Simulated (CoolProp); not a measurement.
Ethane along the isotherm 59.45 °C: fugacity coefficient from the reference equation and from simpler models built on Tc = 32.2 °C, pc = 4872 kPa, ω = 0.099; each cubic takes its own stable root.

Model: reference Helmholtz-energy equation of state, Bücker 2006, in CoolProp.

```csv
p (kPa),phase,reference,van der Waals,Redlich-Kwong,Soave-Redlich-Kwong,Peng-Robinson
38.5,gas,0.9980,0.9981,0.9979,0.9979,0.9977
79.1,gas,0.9958,0.9961,0.9957,0.9958,0.9952
162,gas,0.9914,0.9920,0.9912,0.9913,0.9902
334,gas,0.9823,0.9835,0.9819,0.9822,0.9798
685,gas,0.9639,0.9663,0.9630,0.9636,0.9589
1410,gas,0.9263,0.9308,0.9245,0.9258,0.9166
2890,gas,0.8511,0.8588,0.8478,0.8506,0.8336
5930,supercritical,0.7009,0.7075,0.6959,0.7021,0.6757
12200,supercritical,0.4643,0.4801,0.4689,0.4788,0.4500
```
